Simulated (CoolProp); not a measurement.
Values from CoolProp's reference Helmholtz-energy equation of state, de Vries 1995.

**Question.** Give the vapour pressure (MPa), enthalpy of vaporisation (kJ/kg), liquid viscosity (µPa s), liquid conductivity (mW/(m K)) of saturated R124 at -1.95 °C.

**Answer.** 
| T (°C) | p (MPa) | enthalpy of vaporisation (kJ/kg) | liquid viscosity (µPa s) | liquid conductivity (mW/(m K)) |
|---|---|---|---|---|
| -1.95 | 0.151 | 161 | 348 | 78.8 |

Viscosity comes from a separate model (Bell 2016), an estimate that may be off by 10 % or more. Thermal conductivity comes from a separate model (Huber 2003), an estimate that may be off by 10 % or more.
